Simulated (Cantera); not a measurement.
**Ignition delay**

Mixture: 19.9 % H2, 16.8 % O2, 63.3 % N2, at 14.0 bar, adiabatic and at constant pressure. Ignition delay is the time to a rise of 400 K.

Cantera simulation using the H2/O2 subset of GRI-Mech 3.0, which has no nitrogen chemistry; the numbers are that mechanism's predictions, not measurements. The hydrogen kinetics of GRI-Mech 3.0 are dated; newer H2 mechanisms differ, most at raised pressure. The pressure lies above the range GRI-Mech 3.0 was tuned for (to about 10 atm).

```json
[
 {"T0 (K)": "950", "delay (ms)": "32.5"},
 {"T0 (K)": "1000", "delay (ms)": "9.77"},
 {"T0 (K)": "1050", "delay (ms)": "3.18"},
 {"T0 (K)": "1100", "delay (ms)": "1.08"},
 {"T0 (K)": "1150", "delay (ms)": "0.372"},
 {"T0 (K)": "1200", "delay (ms)": "0.119"},
 {"T0 (K)": "1250", "delay (ms)": "0.0295"}
]
```

```yaml
apparent activation energy between 1150 and 1250 K: 300 kJ/mol
```
